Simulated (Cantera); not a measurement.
## Fluorocarbon and chlorocarbon gases: CH2F2 + Si

Feed: 1 mol CH2F2, 0.13 mol Si, equilibrated at 7.30 mbar.

These are equilibrium values from Cantera (NASA tables, ideal gas, pure condensed phases), not measurements of a reactor. Candidate condensed phases: C, C6H6, C7H8, C8H18, Si, SiC; 113 gas species. The tables' values for SiF3, SiF2 are old estimates; treat these amounts as uncertain. Rates play no part.

From 1475 K to 1875 K the condensed part is C(graphite). The main Si-bearing gas is SiF4 throughout.

```tsv
T (K)	x HF	x H2	x SiF4	x SiF3	x H	x SiF2	x SiHF3	n C(graphite)
1475	0.791	0.139	0.0694	8.81e-5	5.66e-5	6.66e-8	4.98e-6	1.000
1525	0.792	0.139	0.0693	0.000171	0.000103	2.31e-7	7.12e-6	1.000
1575	0.792	0.139	0.0692	0.000319	0.000181	7.37e-7	9.93e-6	1.000
1625	0.792	0.139	0.0689	0.000569	0.000307	2.18e-6	1.35e-5	1.000
1675	0.792	0.138	0.0685	0.000977	0.000505	6.02e-6	1.80e-5	1.000
1725	0.792	0.138	0.0678	0.00162	0.000806	1.55e-5	2.35e-5	1.000
1775	0.793	0.137	0.0667	0.00258	0.00125	3.77e-5	2.99e-5	1.000
1825	0.793	0.136	0.0652	0.00396	0.00190	8.57e-5	3.70e-5	1.000
1875	0.794	0.134	0.0631	0.00587	0.00281	0.000183	4.47e-5	1.000
```
x: gas mole fraction; n: condensed amount in mol.
